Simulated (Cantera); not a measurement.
A Cantera script and what it prints.

```python
import numpy as np
import cantera as ct

gas_names = """
    Cr CrN H H2 N NH NH2 NH3 N2 N2H2 N2H4
""".split()
cond_names = """
    Cr(cr) Cr(L) CrN(s) Cr2N(s)
""".split()


# ... load() reads the species with a 1 bar reference pressure and builds the phases ...
atoms = {
    'Cr': {'Cr': 1},
    'NH3': {'N': 1, 'H': 3},
    'N2': {'N': 2},
}
top_T = {'CrN(s)': 1900, 'Cr2N(s)': 1900}  # K; cautious upper limits of use, not melting points


# ... equilibrate(T, P, feed) seeds the gas with the atoms and calls Mixture.equilibrate('TP', solver="vcs", rtol=1e-11, max_steps=5000) ...
results = []
feed = {'Cr': 1, 'NH3': 6.7, 'N2': 6.4}  # mol
P = 3500  # Pa
for T in [1073, 1148, 1223, 1298, 1373, 1448, 1523, 1598, 1673, 1748, 1823, 1898, 1973, 2048]:
    mix = equilibrate(T, P, feed)
    results.append((T, P, feed, dict(zip(mix.species_names, mix.species_moles))))

top = {s: max(r[3][s] / sum(r[3][g] for g in gas_names) for r in results) for s in gas_names}
cols = sorted((s for s in top if top[s] > 0.001), key=lambda s: -top[s])[:5]
seen = [c for c in cond_names if any(r[3].get(c, 0) > 1e-12 for r in results)]
print("log10 of partial pressures in bar; condensed amounts in mol")
print(f"{'T/K':>10s}" + "".join(f"{s[:9]:>10s}" for s in cols + seen))
for T, P, feed, n in results:
    ng = sum(n[g] for g in gas_names)
    print(f"{T:10.4g}" + "".join(f"{np.log10(max(n[s] / ng * P / 1e5, 1e-99)):10.3f}" for s in cols)
          + "".join(f"{n.get(c, 0):10.4g}" for c in seen))
```

It prints:

```
log10 of partial pressures in bar; condensed amounts in mol
       T/K        H2        N2        Cr         H    Cr(cr)    CrN(s)   Cr2N(s)
      1073    -1.739    -1.775   -12.427    -8.723         0         1         0
      1148    -1.745    -1.769   -10.899    -8.017         0         0       0.5
      1223    -1.745    -1.769    -9.647    -7.394         0         0       0.5
      1298    -1.745    -1.769    -8.543    -6.842         0         0       0.5
      1373    -1.745    -1.769    -7.563    -6.350         0         0       0.5
      1448    -1.750    -1.764    -6.732    -5.911    0.9999         0         0
      1523    -1.750    -1.764    -6.048    -5.511    0.9995         0         0
      1598    -1.751    -1.764    -5.430    -5.149    0.9979         0         0
      1673    -1.751    -1.764    -4.870    -4.819    0.9924         0         0
      1748    -1.752    -1.764    -4.360    -4.517    0.9753         0         0
      1823    -1.753    -1.766    -3.894    -4.240    0.9275         0         0
      1898    -1.757    -1.768    -3.467    -3.985     0.805         0         0
      1973    -1.764    -1.775    -3.075    -3.752    0.5111         0         0
      2048    -1.777    -1.787    -2.776    -3.539         0         0         0
```

These are equilibrium values from Cantera (NASA tables, ideal gas, pure condensed phases), not measurements of a reactor.
